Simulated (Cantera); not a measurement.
An isothermal, constant-pressure homogeneous reactor starts with NH₃ : N₂ = 1 : 0.68 (molar parts), at 1623 K and 20.0 Torr.

Model: the gas-phase N/H chemistry of the illustrative SiF4/NH3 mechanism in the Surface Chemkin manual (1991), integrated in Cantera. Walls and surfaces, which speed up NH3 decomposition in real reactors, are not modelled.

x: mole fraction; the columns are a selection and need not sum to one.

```csv
t (s),x NH₃,x H₂,x NH₂,x N₂H₂,x N,x NH
1.00e-6,0.595,7.49e-11,1.11e-9,<1e-12,<1e-12,<1e-12
7.50e-6,0.595,3.12e-9,1.09e-8,<1e-12,<1e-12,<1e-12
5.62e-5,0.595,5.15e-8,1.10e-7,<1e-12,<1e-12,<1e-12
0.000422,0.595,?,?,8.30e-12,<1e-12,9.22e-12
0.00316,0.595,3.29e-6,6.56e-6,1.38e-9,<1e-12,1.23e-9
0.0237,0.595,3.10e-5,4.89e-5,1.05e-7,2.25e-11,7.41e-8
0.178,0.593,0.00154,0.000186,1.67e-6,1.21e-9,6.15e-7
1.33,0.576,?,0.000175,1.62e-6,?,?
10.0,0.469,0.119,0.000139,1.10e-6,4.09e-8,1.02e-6
```

**Question.** Fill in the missing entries.

**Answer.** 
- 0.000422, x H₂: 4.31e-7
- 0.000422, x NH₂: 8.70e-7
- 1.33, x H₂: 0.0180
- 1.33, x N: 1.17e-8
- 1.33, x NH: 8.37e-7
